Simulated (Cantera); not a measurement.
Cantera run:

```python
import numpy as np
import cantera as ct

gas_names = """
    Cu CuO Cu2 H HNO HNO2 HNO3 HO2 H2 H2O H2O2 N NH NH2 NH3 NH2OH NO NO2 NO3 N2 N2H2 N2H4 N2O O OH O2 O3
""".split()
cond_names = """
    Cu(cr) Cu(L) CuO(s) CuO2H2(s) Cu2O(s) Cu2O(L) H2O(s) H2O(L)
""".split()


def load(file, names, dense=False):
    # The tables refer to 1 bar. Condensed volumes are neglected.
    table = {s.name: s for s in ct.Species.list_from_file(file)}
    out = []
    for n in names:
        d = dict(table[n].input_data)
        d["thermo"] = dict(d["thermo"], **{"reference-pressure": 1e5})
        if dense:
            d["equation-of-state"] = {"model": "constant-volume", "density": "1e6 g/cm^3"}
        out.append(ct.Species.from_dict(d))
    return out


gas = ct.Solution(thermo="ideal-gas", species=load("nasa_gas.yaml", gas_names))
cond = {s.name: ct.Solution(thermo="fixed-stoichiometry", species=[s], name=s.name)
        for s in load("nasa_condensed.yaml", cond_names, dense=True)}
atoms = {
    'CuO': {'Cu': 1, 'O': 1},
    'H2': {'H': 2},
    'N2': {'N': 2},
}
top_T = {'CuO(s)': 1390}  # K; cautious upper limits of use, not melting points


def equilibrate(T, P, feed):
    n = {}
    for name, mol in feed.items():
        for a, k in atoms[name].items():
            n[a] = n.get(a, 0.0) + k * mol
    gas.TPX = T, P, n
    mass = sum(n.values()) * gas.mean_molecular_weight
    gas.equilibrate("TP")
    valid = [c for c in cond.values() if c.min_temp <= T <= top_T.get(c.name, c.max_temp)]
    mix = ct.Mixture([(gas, mass / gas.mean_molecular_weight)] + [(c, 0.0) for c in valid])
    mix.T, mix.P = T, P
    mix.equilibrate("TP", solver="vcs", rtol=1e-11, max_steps=5000)
    return mix


results = []
feed = {'CuO': 1, 'H2': 2.1, 'N2': 15}  # mol
P = 930000  # Pa
for T in [850, 950, 1050, 1150, 1250, 1350, 1450, 1550, 1650, 1750, 1850, 1950, 2050]:
    mix = equilibrate(T, P, feed)
    results.append((T, P, feed, dict(zip(mix.species_names, mix.species_moles))))

top = {s: max(r[3][s] / sum(r[3][g] for g in gas_names) for r in results) for s in gas_names}
cols = sorted((s for s in top if top[s] > 0.0001), key=lambda s: -top[s])[:5]
seen = [c for c in cond_names if any(r[3].get(c, 0) > 1e-12 for r in results)]
print("log10 of partial pressures in bar; condensed amounts in mol")
print(f"{'T/K':>10s}" + "".join(f"{s[:9]:>10s}" for s in cols + seen))
for T, P, feed, n in results:
    ng = sum(n[g] for g in gas_names)
    print(f"{T:10.4g}" + "".join(f"{np.log10(max(n[s] / ng * P / 1e5, 1e-99)):10.3f}" for s in cols)
          + "".join(f"{n.get(c, 0):10.4g}" for c in seen))
```

It prints:

```
log10 of partial pressures in bar; condensed amounts in mol
       T/K        N2        H2       H2O        Cu       NH3    Cu(cr)     Cu(L)
       850     0.912    -0.226    -0.264   -13.886    -2.614         1         0
       950     0.912    -0.224    -0.264   -11.724    -2.964         1         0
      1050     0.912    -0.224    -0.264    -9.978    -3.252         1         0
      1150     0.912    -0.223    -0.264    -8.539    -3.492         1         0
      1250     0.912    -0.223    -0.265    -7.334    -3.695         1         0
      1350     0.912    -0.223    -0.265    -6.310    -3.869         1         0
      1450     0.912    -0.223    -0.265    -5.464    -4.019         0         1
      1550     0.912    -0.223    -0.265    -4.731    -4.150         0         1
      1650     0.912    -0.223    -0.265    -4.090    -4.266         0    0.9999
      1750     0.912    -0.223    -0.265    -3.525    -4.367         0    0.9994
      1850     0.912    -0.223    -0.265    -3.022    -4.458         0    0.9982
      1950     0.911    -0.224    -0.265    -2.573    -4.539         0    0.9951
      2050     0.911    -0.224    -0.265    -2.169    -4.613         0    0.9874
```

Cantera equilibrium calculation (NASA polynomials, part measured and part estimated; ideal gas, pure solids and liquids).
